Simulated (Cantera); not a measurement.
An isothermal plug-flow reactor at 1048 K and 1.01 bar (inlet), inlet velocity 0.45 m/s, active area per volume 690 1/m; feed CH4 : O2 : N2 : H2O = 0.004 : 0.076 : 0.79 : 0.069 (molar parts).

Model: Deutschmann's 1995 Pt surface mechanism with GRI-Mech 3.0 gas chemistry, integrated in Cantera. Catalytic surfaces can have several steady states; this one follows from the mechanism file's or the stated starting coverage. Mass transfer to the wall is taken as infinitely fast.

One state of this run: x CH4 = 0.000309; x O2 = 0.0732; x H2O = 0.0812; x CO2 = 0.00384; x CO = 3.22e-7; θ free Pt = 0.264; θ O* = 0.731; θ OH* = 0.00483. x: gas mole fraction; θ: surface coverage.

Question: Which value of z (m) does it belong to?
(A) 0.033
(B) 0.00093
(C) 0.012
(D) 0.0016

Answer: C, 0.012
